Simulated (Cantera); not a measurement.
A closed system holds: 1 mol Pb, 0.18 mol CO, 4.9 mol N2, at 3080 Torr.

Method: chemical equilibrium by Gibbs-energy minimisation in Cantera with the NASA 1993 tables (ideal gas, pure condensed phases). Candidate condensed phases: C, Pb, PbO, PbO2, Pb3O4; 27 gas species. Kinetics and transport are ignored. All values below are at 850 K.

Base state: N2 0.976, CO2 0.0121, CO 0.0117 (mole fractions); condensed: C(graphite) + Pb(l).

Problem. What changes in the equilibrium state with this change: N2 from 4.9 to 0.51 mol?

Solution. 
| species | before | after |
|---|---|---|
| N2 | 0.976 | 0.834 |
| CO2 | 0.0121 | 0.128 |
| CO | 0.0117 | 0.0381 |
| C(graphite), mol | 0.0606 | 0.0784 |
| Pb(l), mol | 1.00 | 1.00 |
